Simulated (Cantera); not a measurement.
What does this Cantera script print?

```python
import numpy as np
import cantera as ct

gas_names = """
    H HNO HNO2 HNO3 HO2 H2 H2O H2O2 H2S H2SO4 N NH NH2 NH3 NH2OH NO NO2 NO3 N2 N2H2 N2H4 N2O O OH O2 O3
    S SH SN SO SO2 SO3 S2 S2O S8
""".split()
cond_names = """
    H2O(s) H2O(L) H2SO4(L) S(cr1) S(cr2) S(L)
""".split()


def load(file, names, dense=False):
    # The tables refer to 1 bar. Condensed volumes are neglected.
    table = {s.name: s for s in ct.Species.list_from_file(file)}
    out = []
    for n in names:
        d = dict(table[n].input_data)
        d["thermo"] = dict(d["thermo"], **{"reference-pressure": 1e5})
        if dense:
            d["equation-of-state"] = {"model": "constant-volume", "density": "1e6 g/cm^3"}
        out.append(ct.Species.from_dict(d))
    return out


gas = ct.Solution(thermo="ideal-gas", species=load("nasa_gas.yaml", gas_names))
cond = {s.name: ct.Solution(thermo="fixed-stoichiometry", species=[s], name=s.name)
        for s in load("nasa_condensed.yaml", cond_names, dense=True)}
atoms = {
    'SO2': {'S': 1, 'O': 2},
    'H2O': {'H': 2, 'O': 1},
    'N2': {'N': 2},
}
top_T = {}  # K; cautious upper limits of use, not melting points


def equilibrate(T, P, feed):
    n = {}
    for name, mol in feed.items():
        for a, k in atoms[name].items():
            n[a] = n.get(a, 0.0) + k * mol
    gas.TPX = T, P, n
    mass = sum(n.values()) * gas.mean_molecular_weight
    gas.equilibrate("TP")
    valid = [c for c in cond.values() if c.min_temp <= T <= top_T.get(c.name, c.max_temp)]
    mix = ct.Mixture([(gas, mass / gas.mean_molecular_weight)] + [(c, 0.0) for c in valid])
    mix.T, mix.P = T, P
    mix.equilibrate("TP", solver="vcs", rtol=1e-11, max_steps=5000)
    return mix


results = []
feed = {'SO2': 1, 'H2O': 9.3, 'N2': 0.39}  # mol
P = 13332.2  # Pa
for T in [2023, 2098, 2173, 2248, 2323, 2398, 2473]:
    mix = equilibrate(T, P, feed)
    results.append((T, P, feed, dict(zip(mix.species_names, mix.species_moles))))
    x = sorted(zip(gas.X, gas.species_names), reverse=True)
    print(f"T = {T:g} K  P = {P:g} Pa  gas = {mix.phase_moles(0):.4g} mol")
    print("   x: " + "  ".join(f"{s} {v:.3e}" for v, s in x if v > 1e-06))
    print("   condensed (mol): " + ("  ".join(f"{mix.phase(i).name} {mix.phase_moles(i):.4g}"
          for i in range(1, mix.n_phases) if mix.phase_moles(i) > 1e-12) or "none"))
```

Output:

```
T = 2023 K  P = 13332.2 Pa  gas = 10.77 mol
   x: H2O 8.495e-01  SO2 9.216e-02  N2 3.607e-02  H2 1.141e-02  O2 4.883e-03  OH 4.309e-03  SO 6.592e-04  H 5.555e-04  NO 2.660e-04  O 1.525e-04  SO3 1.239e-05  S 1.554e-06  SH 1.234e-06
   condensed (mol): none
T = 2098 K  P = 13332.2 Pa  gas = 10.81 mol
   x: H2O 8.402e-01  SO2 9.143e-02  N2 3.588e-02  H2 1.620e-02  O2 6.894e-03  OH 6.601e-03  H 1.073e-03  SO 1.044e-03  NO 3.829e-04  O 3.118e-04  SO3 1.198e-05  S 3.736e-06  SH 2.603e-06
   condensed (mol): none
T = 2173 K  P = 13332.2 Pa  gas = 10.87 mol
   x: H2O 8.276e-01  SO2 9.040e-02  N2 3.562e-02  H2 2.239e-02  OH 9.788e-03  O2 9.479e-03  H 1.977e-03  SO 1.599e-03  O 6.061e-04  NO 5.360e-04  SO3 1.156e-05  S 8.444e-06  SH 5.199e-06  H2S 1.069e-06
   condensed (mol): none
T = 2248 K  P = 13332.2 Pa  gas = 10.94 mol
   x: H2O 8.110e-01  SO2 8.898e-02  N2 3.528e-02  H2 3.015e-02  OH 1.408e-02  O2 1.271e-02  H 3.493e-03  SO 2.370e-03  O 1.125e-03  NO 7.313e-04  S 1.805e-05  SO3 1.111e-05  SH 9.879e-06  H2S 1.740e-06  HO2 1.456e-06
   condensed (mol): none
T = 2323 K  P = 13332.2 Pa  gas = 11.04 mol
   x: H2O 7.897e-01  SO2 8.708e-02  H2 3.962e-02  N2 3.483e-02  OH 1.968e-02  O2 1.665e-02  H 5.936e-03  SO 3.411e-03  O 2.004e-03  NO 9.738e-04  S 3.667e-05  SH 1.792e-05  SO3 1.061e-05  H2S 2.726e-06  HO2 2.220e-06
   condensed (mol): none
T = 2398 K  P = 13332.2 Pa  gas = 11.18 mol
   x: H2O 7.629e-01  SO2 8.458e-02  H2 5.085e-02  N2 3.426e-02  OH 2.677e-02  O2 2.131e-02  H 9.730e-03  SO 4.770e-03  O 3.431e-03  NO 1.267e-03  S 7.106e-05  SH 3.112e-05  SO3 1.004e-05  H2S 4.114e-06  HO2 3.266e-06
   condensed (mol): none
T = 2473 K  P = 13332.2 Pa  gas = 11.35 mol
   x: H2O 7.298e-01  SO2 8.138e-02  H2 6.376e-02  OH 3.545e-02  N2 3.354e-02  O2 2.668e-02  H 1.542e-02  SO 6.487e-03  O 5.666e-03  NO 1.612e-03  S 1.318e-04  SH 5.185e-05  SO3 9.404e-06  H2S 5.983e-06  HO2 4.642e-06  S2 1.517e-06
   condensed (mol): none
```

Method: chemical equilibrium by Gibbs-energy minimisation in Cantera with the NASA 1993 tables (ideal gas, pure condensed phases).
